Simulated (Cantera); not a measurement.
## Thermodynamics of silicon epitaxy and polysilicon growth, feed SiHCl3 + Cl2 + H2

Feed: 1 mol SiHCl3, 0.15 mol Cl2, a varied amount of H2, equilibrated at 1348 K and 101000 Pa.

Cantera equilibrium calculation (NASA polynomials, part measured and part estimated; ideal gas, pure solids and liquids). Candidate condensed phases: Si; 19 gas species. The tables' values for SiCl3 are old estimates; treat these amounts as uncertain. Rates play no part.

From 23 mol H2 to 360 mol H2 the condensed part is Si(s). The main Si-bearing gas is SiCl2 throughout. The share of Si in condensed phases is highest at 360 mol H2 (89.7 %) and lowest at 23 mol H2 (31.6 %).

```csv
n(H2) (mol),x H2,x HCl,x SiCl2,x SiCl4,x SiHCl3,x SiCl3,n Si(s)
23,0.919,0.0529,0.00854,0.00730,0.00721,0.00352,0.316
34,0.938,0.0449,0.00602,0.00363,0.00431,0.00209,0.397
51,0.954,0.0367,0.00397,0.00158,0.00233,0.00112,0.496
75,0.965,0.0294,0.00252,0.000634,0.00118,0.000563,0.597
110,0.974,0.0228,0.00149,0.000223,0.000543,0.000258,0.694
160,0.981,0.0171,0.000841,7.08e-5,0.000230,0.000109,0.777
240,0.987,0.0122,0.000425,1.81e-5,8.28e-5,3.91e-5,0.847
360,0.991,0.00850,0.000205,4.20e-6,2.78e-5,1.31e-5,0.897
```
x: gas mole fraction; n: condensed amount in mol.
